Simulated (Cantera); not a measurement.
Charge: 1 mol SiCl₄, 0.49 mol NH₃, 15 mol N₂, equilibrated at 13.3 mbar.

Method: chemical equilibrium by Gibbs-energy minimisation in Cantera with the NASA 1993 tables (ideal gas, pure condensed phases). Candidate condensed phases: NH₄Cl, Si, Si₃N₄; 28 gas species. Equilibrium is a limit: real reactors are often held back by kinetics, nucleation or transport.

**Question.** Which condensed phases are stable at each of these points (T (K)): 873, 973, 1073, 1173, 1273, 1373, 1473?

**Answer.** 
```
T (K)  condensed phases  Si condensed (%)
-----  ----------------  ----------------
873            Si₃N₄(s)              29.3
973            Si₃N₄(s)              30.4
1073           Si₃N₄(s)              31.1
1173           Si₃N₄(s)              31.1
1273           Si₃N₄(s)              28.9
1373           Si₃N₄(s)              18.1
1473           gas only               0.0
```

From 873 K to 1373 K the condensed part is Si₃N₄(s). At 1473 K nothing is condensed.
